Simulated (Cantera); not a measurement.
A closed system holds: 1 mol SrCl2, 0.62 mol H2O, 2 mol H2, equilibrated at 13.3 mbar.

Method: chemical equilibrium by Gibbs-energy minimisation in Cantera with the NASA 1993 tables (ideal gas, pure condensed phases). Candidate condensed phases: H2O, Sr, SrCl2, SrO, Sr(OH)2; 20 gas species. Condensed phases not in the tables: oxide chlorides. The numbers say what is thermodynamically allowed, not how fast it happens.

x: gas mole fraction; n: condensed amount in mol.

| T (K) | x H2 | x SrCl2 | x H2O | x HCl | x H | x SrCl | n SrO(s) |
|---|---|---|---|---|---|---|---|
| 1873 | 0.548 | 0.253 | 0.150 | 0.0422 | 0.00414 | 0.00150 | 0.0738 |
| 1898 | 0.547 | 0.253 | 0.150 | 0.0417 | 0.00501 | 0.00187 | 0.0722 |
| 1923 | 0.546 | 0.253 | 0.151 | 0.0412 | 0.00603 | 0.00233 | 0.0704 |
| 1948 | 0.544 | 0.253 | 0.151 | 0.0408 | 0.00722 | 0.00287 | 0.0684 |
| 1973 | 0.543 | 0.252 | 0.151 | 0.0403 | 0.00861 | 0.00352 | 0.0662 |
| 1998 | 0.541 | 0.252 | 0.152 | 0.0399 | 0.0102 | 0.00430 | 0.0637 |
| 2023 | 0.538 | 0.251 | 0.152 | 0.0395 | 0.0121 | 0.00521 | 0.0608 |
| 2048 | 0.536 | 0.250 | 0.152 | 0.0391 | 0.0142 | 0.00627 | 0.0574 |
| 2073 | 0.532 | 0.249 | 0.153 | 0.0387 | 0.0166 | 0.00751 | 0.0535 |
| 2098 | 0.529 | 0.248 | 0.153 | 0.0384 | 0.0194 | 0.00894 | … |
| 2123 | 0.524 | 0.246 | 0.154 | 0.0380 | 0.0225 | 0.0106 | … |
| 2148 | 0.519 | 0.244 | 0.155 | 0.0377 | 0.0260 | 0.0125 | … |
| 2173 | 0.514 | 0.242 | 0.155 | 0.0373 | 0.0299 | 0.0146 | … |
| 2198 | 0.507 | 0.240 | 0.156 | 0.0370 | 0.0343 | 0.0169 | … |

### Question
Fill in the missing entries.

### Answer

- 2098, n SrO(s): 0.0488
- 2123, n SrO(s): 0.0433
- 2148, n SrO(s): 0.0369
- 2173, n SrO(s): 0.0292
- 2198, n SrO(s): 0.0201
